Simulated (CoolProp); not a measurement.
Vapour-liquid equilibrium of 1-butene (1) + n-perfluorobutane (2) at 322.7 K; x and y are mole fractions of (1).

The numbers come from the multi-fluid Helmholtz-energy mixture model, Lemmon 2005 and Gao 2022; pair parameters Bell 2016 in CoolProp.

```csv
x,"bubble pressure, mixture model (MPa)","bubble pressure, Raoult's law (MPa)","y, mixture model","y, Raoult's law"
0.05,0.6079,0.5508,[?],0.053
0.15,[?],0.5547,0.318,0.159
0.25,[?],0.5587,[?],0.263
0.35,0.8881,0.5627,[?],0.366
0.45,0.9173,0.5666,0.562,0.467
0.55,0.9259,0.5706,0.585,0.567
0.65,0.9257,0.5746,0.595,0.666
0.75,0.9210,0.5786,0.605,0.763
0.85,0.8935,0.5825,0.635,0.859
0.95,0.7580,0.5865,[?],0.953
```

**Question.** What belongs in the gaps?

**Answer.** 
- 0.05, y, mixture model: 0.124
- 0.15, bubble pressure, mixture model (MPa): 0.7281
- 0.25, bubble pressure, mixture model (MPa): 0.8263
- 0.25, y, mixture model: 0.443
- 0.35, y, mixture model: 0.519
- 0.95, y, mixture model: 0.772

The largest gap from Raoult's law is +62.3 % in bubble pressure, at x = 0.55. y crosses x between x = 0.55 and 0.65: the model has an azeotrope there.

Pair parameters are fitted to limited data, so mixtures are less certain than the pure fluids. With so large a gap from Raoult's law the liquid may split in two, which this calculation doesn't test in full.
